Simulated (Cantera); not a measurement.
Input (Python, Cantera) and output of one run.

```python
import numpy as np
import cantera as ct

gas_names = """
    AL ALN ALO ALO2 AL2 AL2O AL2O2 N NO NO2 NO3 N2 N2O O O2 O3
""".split()
cond_names = """
    AL(cr) AL(L) ALN(s) AL2O3(a) AL2O3(L)
""".split()


# ... load() reads the species with a 1 bar reference pressure and builds the phases ...
atoms = {
    'Al': {'AL': 1},
    'N2O': {'N': 2, 'O': 1},
    'N2': {'N': 2},
}
top_T = {'ALN(s)': 2750}  # K; cautious upper limits of use, not melting points


# ... equilibrate(T, P, feed) seeds the gas with the atoms and calls Mixture.equilibrate('TP', solver="vcs", rtol=1e-11, max_steps=5000) ...
results = []
feed = {'Al': 1, 'N2O': 14, 'N2': 10}  # mol
T = 923  # K
P = 1500  # Pa
mix = equilibrate(T, P, feed)
results.append((T, P, feed, dict(zip(mix.species_names, mix.species_moles))))
print(gas.report(threshold=1e-05))
for i in range(1, mix.n_phases):
    print(f"{mix.phase(i).name:16s} {mix.phase_moles(i):12.5e} mol")
```

Output:

```
       temperature   923 K
          pressure   1500 Pa
           density   0.0056365 kg/m^3
  mean mol. weight   28.837 kg/kmol
   phase of matter   gas

                          1 kg             1 kmol
                     ---------------   ---------------
          enthalpy        6.6532e+05        1.9186e+07  J
   internal energy         3.992e+05        1.1512e+07  J
           entropy            9289.3        2.6788e+05  J/K
    Gibbs function       -7.9087e+06       -2.2806e+08  J
 heat capacity c_p            1134.8             32725  J/K
 heat capacity c_v            846.48             24410  J/K

                      mass frac. Y      mole frac. X     chem. pot. / RT
                     ---------------   ---------------   ---------------
                NO        1.2947e-05        1.2443e-05           -30.609
                N2           0.77074           0.79338            -29.09
                O2           0.22925           0.20661           -32.128
     [  +13 minor]        2.3319e-07        1.4621e-07

AL(cr)            0.00000e+00 mol
ALN(s)            0.00000e+00 mol
AL2O3(a)          5.00000e-01 mol
```

These are equilibrium values from Cantera (NASA tables, ideal gas, pure condensed phases), not measurements of a reactor.
